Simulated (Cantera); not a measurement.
A Cantera script and its output.

```python
import numpy as np
import cantera as ct

gas = ct.Solution("gri30.yaml")
gas.TPX = 2175, 470000, {'CH4': 1, 'CO2': 2.3, 'H2': 0.18}
reactor = ct.IdealGasConstPressureReactor(gas, energy="off", clone=False)
net = ct.ReactorNet([reactor])
net.rtol, net.atol = 1e-08, 1e-18
show = ['CH4', 'CO2', 'H2', 'OH', 'H2O2']
times = np.geomspace(4e-05, 200, 10)

steps = ct.SolutionArray(gas, extra=["t"])
rows = []
print(f"{'t/s':>10s}{'T/K':>9s}{'P/Pa':>11s}" + "".join(f"{s:>11s}" for s in show))
for t in times:
    while net.time < t:
        t_next = net.step()
        steps.append(gas.state, t=t_next)
    rows.append([np.interp(t, steps.t, y) for y in (steps.T, steps.P, *steps(*show).X.T)])
    print(f"{t:10.3e}{rows[-1][0]:9.1f}{rows[-1][1]:11.4g}" + "".join(f"{x:11.3e}" for x in rows[-1][2:]))
rate = np.gradient(steps.T, steps.t)
print("integrator steps:", len(steps.t))
if steps.T.max() > steps.T[0] + 200:
    print(f"time of steepest temperature rise: {steps.t[rate.argmax()]:.4e} s")
gas.TPX = 2175, 470000, {'CH4': 1, 'CO2': 2.3, 'H2': 0.18}
gas.equilibrate("TP")
print(f"equilibrium (TP): T = {gas.T:.1f} K  " + "  ".join(f"{s} {gas[s].X[0]:.3e}" for s in show))
```

Output:

```
       t/s      T/K       P/Pa        CH4        CO2         H2         OH       H2O2
 4.000e-05   2175.0    4.7e+05  4.650e-02  3.826e-01  1.885e-01  1.139e-04  4.698e-10
 2.220e-04   2175.0    4.7e+05  7.433e-03  1.642e-01  1.286e-01  2.212e-04  1.609e-09
 1.232e-03   2175.0    4.7e+05  3.609e-03  8.848e-02  2.051e-01  1.241e-04  5.150e-10
 6.840e-03   2175.0    4.7e+05  4.798e-06  7.231e-02  2.323e-01  1.038e-04  3.620e-10
 3.796e-02   2175.0    4.7e+05  1.368e-08  7.230e-02  2.323e-01  1.039e-04  3.627e-10
 2.107e-01   2175.0    4.7e+05  1.368e-08  7.230e-02  2.323e-01  1.039e-04  3.627e-10
 1.170e+00   2175.0    4.7e+05  1.368e-08  7.230e-02  2.323e-01  1.039e-04  3.627e-10
 6.492e+00   2175.0    4.7e+05  1.368e-08  7.230e-02  2.323e-01  1.039e-04  3.627e-10
 3.603e+01   2175.0    4.7e+05  1.368e-08  7.230e-02  2.323e-01  1.039e-04  3.627e-10
 2.000e+02   2175.0    4.7e+05  1.368e-08  7.230e-02  2.323e-01  1.039e-04  3.627e-10
integrator steps: 1866
equilibrium (TP): T = 2175.0 K  CH4 1.507e-08  CO2 7.230e-02  H2 2.323e-01  OH 1.039e-04  H2O2 3.627e-10
```

Detailed kinetics in Cantera: GRI-Mech 3.0 (53 species, 325 reactions).
